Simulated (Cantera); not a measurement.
Adiabatic ignition

An adiabatic, constant-pressure homogeneous reactor starts with 15.0 % CO, 4.06 % H2, 14.7 % O2, 55.2 % N2, 11.0 % H2O, at 1575 K and 0.220 bar.

Detailed kinetics in Cantera: GRI-Mech 3.0 (53 species, 325 reactions).

```json
[
 {"t (s)": "1.00e-6", "T (K)": "1575", "x CO": "0.150", "x H2": "0.0406", "x O2": "0.147", "x H2O": "0.110", "x CO2": "2.21e-8"},
 {"t (s)": "2.32e-6", "T (K)": "1575", "x CO": "0.150", "x H2": "0.0406", "x O2": "0.147", "x H2O": "0.110", "x CO2": "5.34e-8"},
 {"t (s)": "5.37e-6", "T (K)": "1575", "x CO": "0.150", "x H2": "0.0406", "x O2": "0.147", "x H2O": "0.110", "x CO2": "1.41e-7"},
 {"t (s)": "1.25e-5", "T (K)": "1575", "x CO": "0.150", "x H2": "0.0406", "x O2": "0.147", "x H2O": "0.110", "x CO2": "4.86e-7"},
 {"t (s)": "2.89e-5", "T (K)": "1575", "x CO": "0.150", "x H2": "0.0406", "x O2": "0.147", "x H2O": "0.110", "x CO2": "4.26e-6"},
 {"t (s)": "6.69e-5", "T (K)": "1576", "x CO": "0.150", "x H2": "0.0377", "x O2": "0.145", "x H2O": "0.112", "x CO2": "0.000707"},
 {"t (s)": "0.000155", "T (K)": "1685", "x CO": "0.0951", "x H2": "0.0128", "x O2": "0.0978", "x H2O": "0.117", "x CO2": "0.0560"},
 {"t (s)": "0.000360", "T (K)": "1882", "x CO": "0.0581", "x H2": "0.0163", "x O2": "0.0800", "x H2O": "0.112", "x CO2": "0.0950"},
 {"t (s)": "0.000834", "T (K)": "2084", "x CO": "0.0553", "x H2": "0.0137", "x O2": "0.0774", "x H2O": "0.122", "x CO2": "0.100"},
 {"t (s)": "0.00193", "T (K)": "2290", "x CO": "0.0478", "x H2": "0.0102", "x O2": "0.0737", "x H2O": "0.133", "x CO2": "0.111"},
 {"t (s)": "0.00448", "T (K)": "2449", "x CO": "0.0387", "x H2": "0.00738", "x O2": "0.0696", "x H2O": "0.141", "x CO2": "0.122"},
 {"t (s)": "0.0104", "T (K)": "2488", "x CO": "0.0358", "x H2": "0.00665", "x O2": "0.0678", "x H2O": "0.143", "x CO2": "0.125"},
 {"t (s)": "0.0241", "T (K)": "2486", "x CO": "0.0357", "x H2": "0.00663", "x O2": "0.0664", "x H2O": "0.143", "x CO2": "0.125"},
 {"t (s)": "0.0558", "T (K)": "2482", "x CO": "0.0355", "x H2": "0.00661", "x O2": "0.0647", "x H2O": "0.143", "x CO2": "0.125"},
 {"t (s)": "0.129", "T (K)": "2481", "x CO": "0.0354", "x H2": "0.00660", "x O2": "0.0638", "x H2O": "0.144", "x CO2": "0.126"},
 {"t (s)": "0.300", "T (K)": "2481", "x CO": "0.0354", "x H2": "0.00660", "x O2": "0.0638", "x H2O": "0.144", "x CO2": "0.126"}
]
```
x: mole fraction; the columns are a selection and need not sum to one.

```json
{
  "time_of_steepest_temperature_rise": "0.130 ms",
  "temperature at 0.300 s": "2481 K",
  "equilibrium_temperature": "2481 K",
  "x(CO) at 0.300 s": "0.0354 (gas-phase equilibrium 0.0354)",
  "x(H2) at 0.300 s": "0.00660 (gas-phase equilibrium 0.00660)",
  "x(O2) at 0.300 s": "0.0638 (gas-phase equilibrium 0.0638)"
}
```
